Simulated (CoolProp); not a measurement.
Values from CoolProp's reference Helmholtz-energy equation of state, Lemmon 2006. It is a short technical equation, of lower accuracy than the large ones.

### Question
For carbonyl sulfide, give the phase and the cp (kJ/(kg K)) at 15.65 °C and 165 kPa.

### Answer
- 15.65 °C and 165 kPa: gas; cp 0.702
